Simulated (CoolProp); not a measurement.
Values from CoolProp's reference Helmholtz-energy equation of state, Lemmon 2006. It is a short technical equation, of lower accuracy than the large ones.

Question: For C3F8 (R218), give the phase and the density (kg/m³), cp (kJ/(kg K)), cv (kJ/(kg K)), fugacity coefficient at 381.1 K and 4 MPa; 381.1 K and 8 MPa.

Answer: 
- 381.1 K and 4 MPa: supercritical; density 447, cp 1.52, cv 0.933, fugacity coefficient 0.666
- 381.1 K and 8 MPa: supercritical; density 960, cp 1.31, cv 0.910, fugacity coefficient 0.458
